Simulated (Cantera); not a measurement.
Feed: 1 mol SiH2Cl2, 34 mol H2, held at 2.30 mbar.

These are equilibrium values from Cantera (NASA tables, ideal gas, pure condensed phases), not measurements of a reactor. Candidate condensed phases: Si; 19 gas species. The tables' values for SiCl, SiCl3 are old estimates; treat these amounts as uncertain. Gases not in the tables: Si2H6 and higher silanes. Rates play no part.

x: gas mole fraction; n: condensed amount in mol.

```csv
T (K),x H2,x H,x HCl,x Si,n Si(s),n Si(l)
1075,0.956,2.99e-7,0.0374,3.30e-12,0.772,0
1175,0.951,2.49e-6,0.0437,2.33e-10,0.806,0
1275,0.950,1.50e-5,0.0442,8.38e-9,0.800,0
1375,0.950,6.97e-5,0.0437,1.78e-7,0.788,0
1475,0.950,___,0.0431,___,0.777,0
1575,0.950,0.000845,0.0425,2.50e-5,0.765,0
1675,0.949,0.00236,0.0419,0.000189,0.748,0
1775,0.944,___,0.0426,___,0,___
1875,0.933,0.0132,0.0429,0.00394,0,0.627
1975,0.909,0.0272,0.0423,0.0141,0,0.228
2075,0.875,0.0520,0.0448,0.0219,0,0
```

### Question
Fill in the missing entries.

### Answer

- 1775, x H: 0.00586
- 1775, x Si: 0.000954
- 1775, n Si(l): 0.732
- 1475, x H: 0.000264
- 1475, x Si: 2.50e-6
